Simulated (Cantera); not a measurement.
Input (Python, Cantera) and output of one run.

```python
import numpy as np
import cantera as ct

gas_names = """
    S2 F2
""".split()
cond_names = """
    Pb(L) PbF2(b) PbS(s)
""".split()


# ... load() reads the species with a 1 bar reference pressure and builds the phases ...
species = {s.name: s for s in load("nasa_gas.yaml", gas_names) + load("nasa_condensed.yaml", cond_names)}
T = 800
g = {n: (s.thermo.h(T) - T * s.thermo.s(T)) / (ct.gas_constant * T * np.log(10)) for n, s in species.items()}
valid = cond_names  # the entries whose range holds T


def stable(la, lb):
    # potentials (over RT ln 10) of the two non-metals from log10 p(S2) and log10 p(F2) in bar
    mu = {}
    mu["S"] = (g["S2"] + la) / 2
    mu["F"] = (g["F2"] + lb) / 2
    cost = {}
    for n in valid:
        c = species[n].composition
        cost[n] = (g[n] - sum(c.get(e, 0) * m for e, m in mu.items())) / c["Pb"]
    return min(cost, key=cost.get)


results = []
for lb in [0, -4.8, -9.6, -14.4, -19.2, -24, -28.8, -33.6, -38.4, -43.2, -48]:
    row = [stable(la, lb) for la in [-27, -25.2, -23.4, -21.6, -19.8, -18, -16.2, -14.4, -12.6, -10.8, -9, -7.2, -5.4, -3.6, -1.8, 0]]
    results.append(row)
    print(f"{lb:6.1f}  " + " ".join(f"{valid.index(n):x}" for n in row))
print("key: " + ", ".join(f"{i:x} {n}" for i, n in enumerate(valid)))
```

Result:

```
   0.0  1 1 1 1 1 1 1 1 1 1 1 1 1 1 1 1
  -4.8  1 1 1 1 1 1 1 1 1 1 1 1 1 1 1 1
  -9.6  1 1 1 1 1 1 1 1 1 1 1 1 1 1 1 1
 -14.4  1 1 1 1 1 1 1 1 1 1 1 1 1 1 1 1
 -19.2  1 1 1 1 1 1 1 1 1 1 1 1 1 1 1 1
 -24.0  1 1 1 1 1 1 1 1 1 1 1 1 1 1 1 1
 -28.8  1 1 1 1 1 1 1 1 1 1 1 1 1 1 1 1
 -33.6  1 1 1 1 1 1 1 1 1 1 1 1 2 2 2 2
 -38.4  0 0 0 0 0 0 0 0 0 2 2 2 2 2 2 2
 -43.2  0 0 0 0 0 0 0 0 0 2 2 2 2 2 2 2
 -48.0  0 0 0 0 0 0 0 0 0 2 2 2 2 2 2 2
key: 0 Pb(L), 1 PbF2(b), 2 PbS(s)
```

Source: NASA polynomial tables (part measured, part estimated), evaluated in Cantera. Part of the grid cannot be reached: there another gas would pass 10 bar, or a non-metal would condense.
